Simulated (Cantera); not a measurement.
A closed system holds: 1 mol SiCl4, 0.2 mol Cl2, 23 mol N2, at 1130 Torr.

Cantera equilibrium calculation (NASA polynomials, part measured and part estimated; ideal gas, pure solids and liquids). Candidate condensed phases: Si, Si3N4; 13 gas species. The numbers say what is thermodynamically allowed, not how fast it happens. All values below are at 1150 K.

Base state: N2 0.950, SiCl4 0.0413, Cl2 0.00816, Cl 0.000202 (mole fractions); condensed: gas only.

Task: What changes in the equilibrium state with this change: 0.044 mol NH3 added?

Result: 
```tsv
species	before	after
N2	0.950	0.948
SiCl4	0.0413	0.0412
HCl	0	0.00543
Cl2	0.00816	0.00543
Cl	0.000202	0.000165
```
Further candidate phases: NH4Cl.
